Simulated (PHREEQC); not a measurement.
Make-up at 20 °C and 500 atm: 5 mmol/kgw K2CO3, 9.1 mmol/kgw K2SO4 and 86 mmol/kgw KH2PO4. Closed to the air; pH follows from the charge balance.

Equilibrium calculation in PHREEQC: ion-association model, phreeqc.dat.

```json
[
 {"quantity": "pH", "before": "5.68", "after": "5.73"},
 {"quantity": "ionic strength (mol/kgw)", "before": "0.128", "after": "0.130"},
 {"quantity": "H2PO4- (mol/kgw)", "before": "0.0775", "after": "0.0767"},
 {"quantity": "HPO4-2 (mol/kgw)", "before": "0.00803", "after": "0.00880"},
 {"quantity": "HCO3- (mol/kgw)", "before": "0.00157", "after": "0.00215"}
]
```

**Question.** Which change was made?
A. KH2PO4 from 0.086 to 0.129 mol/kgw
B. 0.0014 mol/kgw NaHCO3 added
C. K2SO4 replaced by NH4HSO4 at the same molality
D. 0.0016 mol/kgw H2SO4 added
E. K2CO3 replaced by Na2CO3 at the same molality

**Answer.** B, 0.0014 mol/kgw NaHCO3 added

No solid was allowed to form. Under pressure, the constants of complexes without a molar volume in the database are unreliable.
